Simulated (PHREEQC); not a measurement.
4.6 g of hydrous ferric oxide (600 m²/g; 0.2 weak and 0.005 strong sites per Fe, Dzombak-Morel constants, diffuse double layer) in 1 kg of water with 0.3 mol/kgw of an inert sodium salt, at 25 °C; the pH is set by adding NaOH or the inert anion's acid. Oxygen alone is held at its pressure in air (log pO2 = -0.68). CO2 from the air is kept out. No solid was allowed to form.

All values are PHREEQC results (ion-association model, wateq4f.dat), not measurements.

| pH | surface charge σ (C/m²) | surface potential ψ (mV) |
|---|---|---|
| 4 | 0.349 | 123 |
| 4.5 | 0.319 | 118 |
| 5 | 0.270 | 110 |
| 5.5 | 0.211 | 98 |
| 6 | 0.154 | 83 |
| 6.5 | 0.106 | 65 |
| 7 | 0.066 | 46 |
| 7.5 | 0.034 | 26 |
| 8 | 0.006 | 5 |
| 8.5 | -0.021 | -17 |
| 9 | -0.051 | -38 |
| 9.5 | -0.087 | -57 |
| 10 | -0.132 | -75 |
